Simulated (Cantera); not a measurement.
Input: 1 mol SiH₄, 5 mol H₂O, 18 mol N₂, at 1950 K and 0.133 bar.

Equilibrium computed with Cantera from the NASA thermochemical tables; the gas is ideal and each condensed phase is pure. Candidate condensed phases: H₂O, Si, SiO₂, Si₂N₂O, Si₃N₄; 35 gas species. The tables hold silica as quartz up to 1696 K and as liquid above; real silica turns to tridymite and cristobalite and melts near 1996 K. Gases not in the tables: Si(OH)₄. Kinetics and transport are ignored.

Base state: N₂ 0.719, H₂ 0.159, H₂O 0.120, H 0.00125, SiO 0.000321, OH 8.59e-5 (mole fractions); condensed: SiO₂(condensed).

**Question.** What changes in the equilibrium state with this change: H₂O from 5 to 0.1 mol?

**Answer.** 
| species | before | after |
|---|---|---|
| N₂ | 0.719 | 0.887 |
| H₂ | 0.159 | 0.107 |
| SiO | 0.000321 | 0.00510 |
| H₂O | 0.120 | 7.18e-8 |
| Si | <1e-9 | 0.000142 |
| OH | 8.59e-5 | <1e-9 |
| Si₂N | <1e-9 | 1.57e-5 |
| SiN | <1e-9 | 1.44e-5 |
| SiH | <1e-9 | 1.29e-5 |
| SiO₂(condensed), mol | 0.992 | 0 |
| Si₃N₄(s), mol | 0 | 0.299 |
The tables' values for SiN are old estimates; treat these amounts as uncertain.
